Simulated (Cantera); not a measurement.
An isothermal, constant-pressure homogeneous reactor starts with H2 : O2 = 0.16 : 1 (molar parts), at 1350 K and 0.0267 bar.

Detailed kinetics in Cantera: the H2/O2 subset of GRI-Mech 3.0, which has no nitrogen chemistry. Radical loss at walls, strong at low pressure, is not modelled. The temperature is held fixed by assumption; the heat of reaction is taken as removed at once.

One state of this run: x H2 = 3.02e-6; x O2 = 0.852; x OH = 0.000303; x H2O = 0.148; x O = 3.56e-5; x HO2 = 1.16e-7; x H = 3.75e-7. x: mole fraction; the columns are a selection and need not sum to one.

**Question.** Which value of t (s) does it belong to?
A. 1.23
B. 0.000811
C. 0.433
D. 0.152

**Answer.** C, 0.433
